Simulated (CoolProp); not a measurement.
Properties of isobutene along the isobar 0.101 MPa.

Model: reference Helmholtz-energy equation of state, Lemmon 2005, in CoolProp. It is a short technical equation, of lower accuracy than the large ones.

```json
[
 {"T (°C)": "6.25", "phase": "gas", "cp (kJ/(kg K))": "1.572", "speed of sound (m/s)": "208.4", "isothermal compressibility (1/MPa)": "10.28", "expansivity (1/kK)": "4.077"},
 {"T (°C)": "22.45", "phase": "gas", "cp (kJ/(kg K))": "1.621", "speed of sound (m/s)": "214.9", "isothermal compressibility (1/MPa)": "10.20", "expansivity (1/kK)": "3.748"},
 {"T (°C)": "38.55", "phase": "gas", "cp (kJ/(kg K))": "1.674", "speed of sound (m/s)": "221.1", "isothermal compressibility (1/MPa)": "10.15", "expansivity (1/kK)": "3.484"},
 {"T (°C)": "54.75", "phase": "gas", "cp (kJ/(kg K))": "1.731", "speed of sound (m/s)": "227.0", "isothermal compressibility (1/MPa)": "10.10", "expansivity (1/kK)": "3.263"},
 {"T (°C)": "70.95", "phase": "gas", "cp (kJ/(kg K))": "1.789", "speed of sound (m/s)": "232.7", "isothermal compressibility (1/MPa)": "10.07", "expansivity (1/kK)": "3.075"},
 {"T (°C)": "87.05", "phase": "gas", "cp (kJ/(kg K))": "1.848", "speed of sound (m/s)": "238.1", "isothermal compressibility (1/MPa)": "10.05", "expansivity (1/kK)": "2.912"},
 {"T (°C)": "103.25", "phase": "gas", "cp (kJ/(kg K))": "1.907", "speed of sound (m/s)": "243.5", "isothermal compressibility (1/MPa)": "10.03", "expansivity (1/kK)": "2.768"},
 {"T (°C)": "119.45", "phase": "gas", "cp (kJ/(kg K))": "1.966", "speed of sound (m/s)": "248.6", "isothermal compressibility (1/MPa)": "10.01", "expansivity (1/kK)": "2.639"},
 {"T (°C)": "135.55", "phase": "gas", "cp (kJ/(kg K))": "2.025", "speed of sound (m/s)": "253.6", "isothermal compressibility (1/MPa)": "9.996", "expansivity (1/kK)": "2.524"},
 {"T (°C)": "151.75", "phase": "gas", "cp (kJ/(kg K))": "2.082", "speed of sound (m/s)": "258.6", "isothermal compressibility (1/MPa)": "9.985", "expansivity (1/kK)": "2.418"},
 {"T (°C)": "167.85", "phase": "gas", "cp (kJ/(kg K))": "2.138", "speed of sound (m/s)": "263.4", "isothermal compressibility (1/MPa)": "9.975", "expansivity (1/kK)": "2.323"},
 {"T (°C)": "184.05", "phase": "gas", "cp (kJ/(kg K))": "2.194", "speed of sound (m/s)": "268.1", "isothermal compressibility (1/MPa)": "9.966", "expansivity (1/kK)": "2.235"},
 {"T (°C)": "200.25", "phase": "gas", "cp (kJ/(kg K))": "2.248", "speed of sound (m/s)": "272.7", "isothermal compressibility (1/MPa)": "9.959", "expansivity (1/kK)": "2.154"},
 {"T (°C)": "216.35", "phase": "gas", "cp (kJ/(kg K))": "2.301", "speed of sound (m/s)": "277.2", "isothermal compressibility (1/MPa)": "9.953", "expansivity (1/kK)": "2.079"}
]
```
